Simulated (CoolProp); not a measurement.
Properties of hexamethyldisiloxane (MM) along the isobar 1.97 MPa (Tc = 518.7 K, pc = 1.931 MPa, ω = 0.418).

Computed with CoolProp (reference Helmholtz-energy equation of state, Thol 2016).

```tsv
T (K)	phase	cv (kJ/(kg K))	speed of sound (m/s)
367.6	liquid	1.716	663.7
388.6	liquid	1.769	596.9
409.7	liquid	1.822	529.8
430.7	liquid	1.874	462.1
451.7	liquid	1.926	392.4
472.8	liquid	1.980	318.0
493.8	liquid	2.037	234.3
514.8	liquid	2.118	116.7
535.9	supercritical	2.124	95.85
556.9	supercritical	2.141	116.5
577.9	supercritical	2.172	130.2
599	supercritical	2.207	140.8
620	supercritical	2.243	149.6
```
